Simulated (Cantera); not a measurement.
A Cantera script and what it prints.

```python
import numpy as np
import cantera as ct

gas_names = """
    CL CLO CL2 H HCL HNO HNO2 HNO3 HOCL HO2 H2 H2O H2O2 N NH NH2 NH3 NH2OH NO NO2 NO3 N2 N2H2 N2H4 N2O O
    OH O2 O3 Ti TiCL TiCL2 TiCL3 TiCL4 TiO TiOCL TiOCL2 TiO2
""".split()
cond_names = """
    H2O(s) H2O(L) NH4CL(a) NH4CL(b) Ti(a) Ti(b) Ti(L) TiCL2(s) TiCL3(s) TiCL4(L) TiN(s) TiN(L) TiO(a)
    TiO(b) TiO(L) TiO2(ru) TiO2(L) Ti2O3(a) Ti2O3(b) Ti2O3(L) Ti3O5(a) Ti3O5(b) Ti3O5(L) Ti4O7(s)
    Ti4O7(L)
""".split()


# ... load() reads the species with a 1 bar reference pressure and builds the phases ...
atoms = {
    'TiO2': {'Ti': 1, 'O': 2},
    'HCl': {'H': 1, 'CL': 1},
    'N2': {'N': 2},
}
top_T = {'TiCL2(s)': 1300, 'TiCL3(s)': 1000}  # K; cautious upper limits of use, not melting points


# ... equilibrate(T, P, feed) seeds the gas with the atoms and calls Mixture.equilibrate('TP', solver="vcs", rtol=1e-11, max_steps=5000) ...
results = []
feed = {'TiO2': 1, 'HCl': 0.83, 'N2': 5.8}  # mol
T = 1650  # K
P = 1333.22  # Pa
mix = equilibrate(T, P, feed)
results.append((T, P, feed, dict(zip(mix.species_names, mix.species_moles))))
x = sorted(zip(gas.X, gas.species_names), reverse=True)
print(f"T = {T:g} K  P = {P:g} Pa  gas = {mix.phase_moles(0):.4g} mol")
print("   x: " + "  ".join(f"{s} {v:.3e}" for v, s in x if v > 1e-06))
print("   condensed (mol): " + ("  ".join(f"{mix.phase(i).name} {mix.phase_moles(i):.4g}"
      for i in range(1, mix.n_phases) if mix.phase_moles(i) > 1e-12) or "none"))
```

It prints:

```
T = 1650 K  P = 1333.22 Pa  gas = 6.637 mol
   x: N2 8.739e-01  HCL 1.223e-01  CL 2.283e-03  H2 1.092e-03  H2O 2.507e-04  TiCL3 7.910e-05  TiCL4 4.248e-05  H 2.600e-05  TiOCL2 6.923e-06  CL2 3.239e-06
   condensed (mol): TiO2(ru) 0.9991
```

Equilibrium computed with Cantera from the NASA thermochemical tables; the gas is ideal and each condensed phase is pure.
